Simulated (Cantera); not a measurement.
A perfectly stirred reactor is fed with 10.7 % CH4, 12.6 % O2, 76.7 % N2, equivalence ratio 1.7, at 0.266 atm; it is adiabatic with a 550 K inlet, and is followed from long to short residence time, starting on the burning branch (τ in s: 0.32, 0.1, 0.032, 0.01, 0.0032, 0.001, 0.00032, 0.0001, 3.2e-05).

Computed with Cantera and GRI-Mech 3.0 (53 species, 325 reactions).

Problem. Predict: blow-out, bracketed by the residence times tried; x(CH4) at τ = 0.320 s; x(O2) at τ = 0.320 s; x(C2H4) at τ = 0.320 s; x(HCO) at τ = 0.320 s; x(H2O2) at τ = 0.320 s; x(CH4) at τ = 3.20 ms; x(O2) at τ = 3.20 ms.

Solution. 
| Quantity | Result |
|---|---|
| blow-out, bracketed by the residence times tried | burning at 32.0 ms, out at 10.0 ms |
| x(CH4) at τ = 0.320 s | 0.00501 |
| x(O2) at τ = 0.320 s | 0.000916 |
| x(C2H4) at τ = 0.320 s | 0.000119 |
| x(HCO) at τ = 0.320 s | 3.79e-8 |
| x(H2O2) at τ = 0.320 s | 2.30e-9 |
| x(CH4) at τ = 3.20 ms | 0.107 |
| x(O2) at τ = 3.20 ms | 0.126 |
